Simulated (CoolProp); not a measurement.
Tetrahydrofuran at 347.93 K and 0.0471 MPa is throttled through a valve to 0.0272 MPa with no heat exchange. Each further row changes one setting.

Computed with CoolProp (reference Helmholtz-energy equation of state, Fiedler 2023).

```json
[
 {"case": "as stated", "temperature change (K)": "-0.5", "final density (kg/m³)": "0.684"},
 {"case": "outlet pressure 0.00816 MPa", "temperature change (K)": "-0.9", "final density (kg/m³)": "0.204"},
 {"case": "outlet pressure 0.0354 MPa", "temperature change (K)": "-0.3", "final density (kg/m³)": "0.891"}
]
```
